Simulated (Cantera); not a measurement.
Cantera run:

```python
import numpy as np
import cantera as ct

gas_names = """
    F F2 FS2F,fluorodisu N NF NF2 NF3 N2 S SF SF2 SF3 SF4 SF5 SF6 SN S2 S2F2,thiothiony S8 Si SiF SiF2
    SiF3 SiF4 SiN SiS Si2 Si2N Si3
""".split()
cond_names = """
    S(cr1) S(cr2) S(L) Si(cr) Si(L) Si3N4(a)
""".split()


def load(file, names, dense=False):
    # The tables refer to 1 bar. Condensed volumes are neglected.
    table = {s.name: s for s in ct.Species.list_from_file(file)}
    out = []
    for n in names:
        d = dict(table[n].input_data)
        d["thermo"] = dict(d["thermo"], **{"reference-pressure": 1e5})
        if dense:
            d["equation-of-state"] = {"model": "constant-volume", "density": "1e6 g/cm^3"}
        out.append(ct.Species.from_dict(d))
    return out


gas = ct.Solution(thermo="ideal-gas", species=load("nasa_gas.yaml", gas_names))
cond = {s.name: ct.Solution(thermo="fixed-stoichiometry", species=[s], name=s.name)
        for s in load("nasa_condensed.yaml", cond_names, dense=True)}
atoms = {
    'Si': {'Si': 1},
    'SF6': {'S': 1, 'F': 6},
    'N2': {'N': 2},
}
top_T = {'Si3N4(a)': 2400}  # K; cautious upper limits of use, not melting points


def equilibrate(T, P, feed):
    n = {}
    for name, mol in feed.items():
        for a, k in atoms[name].items():
            n[a] = n.get(a, 0.0) + k * mol
    gas.TPX = T, P, n
    mass = sum(n.values()) * gas.mean_molecular_weight
    gas.equilibrate("TP")
    valid = [c for c in cond.values() if c.min_temp <= T <= top_T.get(c.name, c.max_temp)]
    mix = ct.Mixture([(gas, mass / gas.mean_molecular_weight)] + [(c, 0.0) for c in valid])
    mix.T, mix.P = T, P
    mix.equilibrate("TP", solver="vcs", rtol=1e-11, max_steps=5000)
    return mix


results = []
feed = {'Si': 1, 'SF6': 0.89, 'N2': 18}  # mol
T = 1023.15  # K
P = 18000  # Pa
mix = equilibrate(T, P, feed)
results.append((T, P, feed, dict(zip(mix.species_names, mix.species_moles))))
print(gas.report(threshold=0.0001))
for i in range(1, mix.n_phases):
    print(f"{mix.phase(i).name:16s} {mix.phase_moles(i):12.5e} mol")
```

Result:

```
       temperature   1023.1 K
          pressure   18000 Pa
           density   0.07174 kg/m^3
  mean mol. weight   33.905 kg/kmol
   phase of matter   gas

                          1 kg             1 kmol
                     ---------------   ---------------
          enthalpy       -2.0763e+06       -7.0397e+07  J
   internal energy       -2.3272e+06       -7.8904e+07  J
           entropy            7636.2        2.5891e+05  J/K
    Gibbs function       -9.8893e+06        -3.353e+08  J
 heat capacity c_p            1114.4             37784  J/K
 heat capacity c_v            869.18             29470  J/K

                      mass frac. Y      mole frac. X     chem. pot. / RT
                     ---------------   ---------------   ---------------
                N2           0.76134           0.92144           -26.718
               SF2         0.0042147         0.0020398           -76.949
               SF3         0.0011048        0.00042062           -107.57
               SF4          0.021354         0.0067005           -138.19
   S2F2,thiothiony          0.054763          0.018183           -92.662
              SiF4           0.15714          0.051191           -234.01
     [  +23 minor]        8.1501e-05        2.2553e-05

S(L)              0.00000e+00 mol
Si(cr)            0.00000e+00 mol
Si3N4(a)          0.00000e+00 mol
```

These are equilibrium values from Cantera (NASA tables, ideal gas, pure condensed phases), not measurements of a reactor. The tables' values for S2F2 (SSF2), SF3, FS2F (FSSF) are old estimates; treat these amounts as uncertain.
